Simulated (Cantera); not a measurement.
**Stirred combustor or abatement burner**

A perfectly stirred reactor is fed with 4.22 % CH₄, 2.45 % C₂H₆, 0.380 % C₃H₈, 19.5 % O₂, 73.4 % N₂, equivalence ratio 0.97, at 0.240 bar; it is adiabatic with a 350 K inlet, and is followed from long to short residence time, starting on the burning branch (τ in s: 0.03, 0.016, 0.008, 0.0041, 0.0021, 0.0011, 0.00056, 0.00029, 0.00015, 7.6e-05, 3.9e-05, 2e-05, 1e-05).

Computed with Cantera and GRI-Mech 3.0 (53 species, 325 reactions).

```tsv
τ (s)	T (K)	x CH₄	x C₂H₆	x C₃H₈	x CH₃	x N₂O	x H
0.030	2058	7.28e-6	8.98e-7	1.21e-7	5.05e-6	3.91e-8	0.00407
0.016	2014	1.18e-5	1.57e-6	2.04e-7	7.84e-6	3.50e-8	0.00549
0.0080	1963	2.09e-5	2.92e-6	3.66e-7	1.31e-5	3.18e-8	0.00735
0.0041	1915	3.75e-5	5.36e-6	6.58e-7	2.23e-5	2.96e-8	0.00929
0.0021	1869	7.02e-5	1.01e-5	1.22e-6	3.93e-5	2.79e-8	0.0111
0.0011	1827	0.000135	1.95e-5	2.34e-6	7.12e-5	2.66e-8	0.0123
0.00056	1782	0.000293	4.21e-5	5.05e-6	0.000144	2.53e-8	0.0124
0.00029	1716	0.000804	0.000114	1.38e-5	0.000355	2.22e-8	0.0101
0.00015	350	0.0422	0.0245	0.00380	<1e-12	<1e-12	<1e-12
7.6e-5	350	0.0422	0.0245	0.00380	<1e-12	<1e-12	<1e-12
3.9e-5	350	0.0422	0.0245	0.00380	<1e-12	<1e-12	<1e-12
2.0e-5	350	0.0422	0.0245	0.00380	<1e-12	<1e-12	<1e-12
1.0e-5	350	0.0422	0.0245	0.00380	<1e-12	<1e-12	<1e-12
```
x: mole fraction; the columns are a selection and need not sum to one.
